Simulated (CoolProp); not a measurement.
R143a at 298.15 K and 0.675 MPa is compressed adiabatically to 3.34 MPa with isentropic efficiency 0.85. Each further row changes one setting.

Model: reference Helmholtz-energy equation of state, Lemmon and Jacobsen 2000, in CoolProp.

| case | work (kJ/kg) | final temperature (K) | final density (kg/m³) |
|---|---|---|---|
| as stated | 48.9 | 374.3 | 127 |
| efficiency 1 | 41.6 | 369.4 | 132 |
| efficiency 0.65 | 64.0 | 384.6 | 118 |
